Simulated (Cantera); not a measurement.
Charge: 1 mol PbO, 0.13 mol O₂, a varied amount of N₂, equilibrated at 1175 K and 0.00190 bar.

Cantera equilibrium calculation (NASA polynomials, part measured and part estimated; ideal gas, pure solids and liquids). Candidate condensed phases: Pb, PbO, PbO₂, Pb₃O₄; 12 gas species. Kinetics and transport are ignored.

Question: What share of the Pb ends up in condensed phases as a function of n(N₂) (mol), at 0.27, 0.36, 0.5, 0.68, 0.93, 1.3, 1.8, 2.4, 3.3, 4.5, 6.1, 8.4, 12?

Answer: 
| n(N₂) (mol) | Pb condensed (%) | as |
|---|---|---|
| 0.27 | 99.1 | PbO(l) |
| 0.36 | 98.9 | PbO(l) |
| 0.5 | 98.6 | PbO(l) |
| 0.68 | 98.2 | PbO(l) |
| 0.93 | 97.7 | PbO(l) |
| 1.3 | 96.8 | PbO(l) |
| 1.8 | 95.7 | PbO(l) |
| 2.4 | 94.3 | PbO(l) |
| 3.3 | 92.3 | PbO(l) |
| 4.5 | 89.5 | PbO(l) |
| 6.1 | 85.8 | PbO(l) |
| 8.4 | 80.4 | PbO(l) |
| 12 | 71.9 | PbO(l) |
